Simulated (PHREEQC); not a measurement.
Make-up at 25 °C: 8.5 mmol/kgw NaCl and 60 mmol/kgw Zn(NO3)2. Closed to the air; pH follows from the charge balance.

All values are PHREEQC results (ion-association model, wateq4f.dat), not measurements.

Precipitation was switched off in this run.

Problem. What pH does the model give?

Solution. pH 5.29.

Problem. In which forms is Cl present?

Solution. Cl- 95 %, ZnCl+ 5.0 % of the Cl.
